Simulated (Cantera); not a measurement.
Feed: 1 mol Si(CH3)4, 0.015 mol CH4, 3.4 mol H2, held at 133 Pa.

These are equilibrium values from Cantera (NASA tables, ideal gas, pure condensed phases), not measurements of a reactor. Candidate condensed phases: C, C6H6, C7H8, C8H18, Si, SiC; 87 gas species. Gases not in the tables: Si2H6 and higher silanes. Equilibrium is a limit: real reactors are often held back by kinetics, nucleation or transport.

Q: Which condensed phases are stable at each of these points (T (°C)): 802, 952, 1102, 1252, 1402, 1552, 1702, 1852, 2002?

A: 
```
T (°C)      condensed phases  Si condensed (%)
------  --------------------  ----------------
802     C(graphite) + SiC(s)             100.0
952     C(graphite) + SiC(s)             100.0
1102    C(graphite) + SiC(s)             100.0
1252    C(graphite) + SiC(s)             100.0
1402    C(graphite) + SiC(s)             100.0
1552    C(graphite) + SiC(s)              99.9
1702    C(graphite) + SiC(s)              98.7
1852    C(graphite) + SiC(s)              86.9
2002             C(graphite)               0.0
```

From 802 °C to 1852 °C the condensed part is C(graphite) + SiC(s). At 2002 °C the condensed part is C(graphite).
